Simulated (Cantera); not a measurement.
## Equilibrium for silicon epitaxy and polysilicon growth: SiH2Cl2 + HCl + N2

Charge: 1 mol SiH2Cl2, 0.088 mol HCl, 6.3 mol N2, at 1.33 mbar.

Method: chemical equilibrium by Gibbs-energy minimisation in Cantera with the NASA 1993 tables (ideal gas, pure condensed phases). Candidate condensed phases: NH4Cl, Si, Si3N4; 28 gas species. N2 is the only nitrogen source here; it is nearly inert below about 1500 K, so the nitride shown seldom forms there in practice. The tables' values for SiCl3 are old estimates; treat these amounts as uncertain. The numbers say what is thermodynamically allowed, not how fast it happens.

```json
[
 {"T (K)": "1073", "x N2": "0.749", "x HCl": "0.187", "x H2": "0.0425", "x SiCl2": "7.92e-5", "x SiCl4": "0.0209", "x SiCl3": "0.000322", "x SiHCl3": "5.81e-5", "x Cl": "3.15e-7", "n Si3N4(s)": "0.279"},
 {"T (K)": "1098", "x N2": "0.749", "x HCl": "0.189", "x H2": "0.0418", "x SiCl2": "0.000160", "x SiCl4": "0.0204", "x SiCl3": "0.000483", "x SiHCl3": "6.58e-5", "x Cl": "5.60e-7", "n Si3N4(s)": "0.279"},
 {"T (K)": "1123", "x N2": "0.748", "x HCl": "0.190", "x H2": "0.0412", "x SiCl2": "0.000314", "x SiCl4": "0.0199", "x SiCl3": "0.000709", "x SiHCl3": "7.40e-5", "x Cl": "9.69e-7", "n Si3N4(s)": "0.280"},
 {"T (K)": "1148", "x N2": "0.748", "x HCl": "0.191", "x H2": "0.0407", "x SiCl2": "0.000594", "x SiCl4": "0.0192", "x SiCl3": "0.00102", "x SiHCl3": "8.24e-5", "x Cl": "1.63e-6", "n Si3N4(s)": "0.280"},
 {"T (K)": "1173", "x N2": "0.747", "x HCl": "0.191", "x H2": "0.0403", "x SiCl2": "0.00109", "x SiCl4": "0.0185", "x SiCl3": "0.00143", "x SiHCl3": "9.09e-5", "x Cl": "2.69e-6", "n Si3N4(s)": "0.279"},
 {"T (K)": "1198", "x N2": "0.747", "x HCl": "0.191", "x H2": "0.0401", "x SiCl2": "0.00193", "x SiCl4": "0.0175", "x SiCl3": "0.00196", "x SiHCl3": "9.89e-5", "x Cl": "4.32e-6", "n Si3N4(s)": "0.278"},
 {"T (K)": "1223", "x N2": "0.747", "x HCl": "0.191", "x H2": "0.0400", "x SiCl2": "0.00331", "x SiCl4": "0.0164", "x SiCl3": "0.00261", "x SiHCl3": "0.000106", "x Cl": "6.77e-6", "n Si3N4(s)": "0.276"},
 {"T (K)": "1248", "x N2": "0.746", "x HCl": "0.190", "x H2": "0.0403", "x SiCl2": "0.00546", "x SiCl4": "0.0148", "x SiCl3": "0.00335", "x SiHCl3": "0.000111", "x Cl": "1.04e-5", "n Si3N4(s)": "0.272"},
 {"T (K)": "1273", "x N2": "0.745", "x HCl": "0.188", "x H2": "0.0409", "x SiCl2": "0.00866", "x SiCl4": "0.0130", "x SiCl3": "0.00414", "x SiHCl3": "0.000113", "x Cl": "1.54e-5", "n Si3N4(s)": "0.267"},
 {"T (K)": "1298", "x N2": "0.744", "x HCl": "0.185", "x H2": "0.0421", "x SiCl2": "0.0131", "x SiCl4": "0.0108", "x SiCl3": "0.00486", "x SiHCl3": "0.000111", "x Cl": "2.23e-5", "n Si3N4(s)": "0.259"},
 {"T (K)": "1323", "x N2": "0.744", "x HCl": "0.180", "x H2": "0.0439", "x SiCl2": "0.0189", "x SiCl4": "0.00842", "x SiCl3": "0.00539", "x SiHCl3": "0.000104", "x Cl": "3.12e-5", "n Si3N4(s)": "0.248"},
 {"T (K)": "1348", "x N2": "0.743", "x HCl": "0.173", "x H2": "0.0465", "x SiCl2": "0.0257", "x SiCl4": "0.00613", "x SiCl3": "0.00560", "x SiHCl3": "9.35e-5", "x Cl": "4.24e-5", "n Si3N4(s)": "0.235"}
]
```
x: gas mole fraction; n: condensed amount in mol.

From 1073 K to 1348 K the condensed part is Si3N4(s). The main Si-bearing gas is SiCl4 at 1073 K and SiCl2 at 1348 K.
